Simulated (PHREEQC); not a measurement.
Dissolve 0.03 mol/kgw NiCl2, 0.14 mol/kgw NaCl and 0.0086 mol/kgw MnSO4 at 25 °C. Closed to the air; pH follows from the charge balance.

All values are PHREEQC results (ion-association model, wateq4f.dat), not measurements.

```
quantity                           before    after
-------------------------------  --------  -------
pH                                   6.01     5.94
ionic strength (mol/kgw)            0.240    0.240
Cl- (mol/kgw)                       0.193    0.193
SO4-2 (mol/kgw)                   0.00524  0.00517
NaSO4- (mol/kgw)                 0.000996  0.00101
HSO4- (mol/kgw)                   1.91e-7  2.46e-7
SI of Halite (NaCl)                 -3.44    -3.46
SI of Mirabilite (Na2SO4:10H2O)     -3.74    -3.98
```

Task: What was changed between the two runs?
A. NiCl2 left out
B. temperature from 25 to 30 °C
C. NiCl2 from 0.03 to 0.3 mol/kgw
D. diluted 5-fold with water
E. 0.0043 mol/kgw H2SO4 added

Result: B, temperature from 25 to 30 °C

No solid was allowed to form.
